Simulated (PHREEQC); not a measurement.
**Brine: speciation**

Consider water at 15 °C with 2.1 mol/kgw MgSO4, 0.033 mol/kgw Na2B4O7 and 0.75 mol/kgw KBr. Closed to the air; pH follows from the charge balance.

All values are PHREEQC results (Pitzer model, pitzer.dat), not measurements.

Precipitation was switched off in this run.

**Question.** Predict the pH, osmotic coefficient.

**Answer.** pH 7.57; osmotic coefficient 0.902.

**Question.** In which forms is Mg present?

**Answer.** Mg+2 98 %, MgB(OH)4+ 2.4 % of the Mg.

Species that the database lacks are ignored. In brines, pH and single-ion activities rest on the MacInnes convention.
